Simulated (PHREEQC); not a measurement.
Leach liquor with brine: an equilibrium model

Solution A (0.013 mol HCl, 0.04 mol NiSO4 and 0.0001 mol MgSO4 per kg of water) is mixed with solution B (0.14 mol LiCl, 0.00023 mol MgSO4 and 0.02 mol KBr per kg of water) at 25 °C; shares are by mass of water, 1 kg in all. O2 is buffered at 0.21 atm. The system is closed to CO2. The run lets Brucite, Ni(OH)2, Ni4(OH)6SO4, Epsomite, Morenosite precipitate or redissolve, and no other solid.

All values are PHREEQC results (ion-association model, wateq4f.dat), not measurements.

Task: Predict pH, Mg+2 (mol/kgw) at share of solution B = 0.1, 0.2, 0.35, 0.4, 0.8.

Result: 
```csv
share of solution B,pH,Mg+2 (mol/kgw)
0.1,2.25,6.98e-5
0.2,2.29,8.13e-5
0.35,2.35,0.000100
0.4,2.38,0.000107
0.8,2.76,0.000177
```

Species that the database lacks are ignored.
